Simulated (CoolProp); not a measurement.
Toluene at several states: Z from the reference equation and from simpler models built on Tc = 591.7 K, pc = 4.126 MPa, ω = 0.266; each cubic takes its own stable root.

The numbers come from the reference Helmholtz-energy equation of state, Lemmon 2006 in CoolProp. It is a short technical equation, of lower accuracy than the large ones.

```tsv
T (K)	p (MPa)	phase	reference	van der Waals	Redlich-Kwong	Soave-Redlich-Kwong
516.4	0.0286	gas	0.9960	0.9971	0.9965	0.9963
342.6	0.0126	gas	0.9927	0.9968	0.9953	0.9947
192.3	7.42	liquid	0.4435	?	?	?
592.1	0.0105	gas	0.9991	0.9992	0.9991	0.9991
325.7	6.73	liquid	0.2718	?	0.3104	?
490.4	7.32	liquid	?	?	0.2850	0.2751
```

Fill in the missing entries.


- 192.3, van der Waals: 0.7675
- 192.3, Redlich-Kwong: 0.5183
- 192.3, Soave-Redlich-Kwong: 0.5150
- 325.7, van der Waals: 0.4534
- 325.7, Soave-Redlich-Kwong: 0.3034
- 490.4, reference: 0.2450
- 490.4, van der Waals: 0.3901
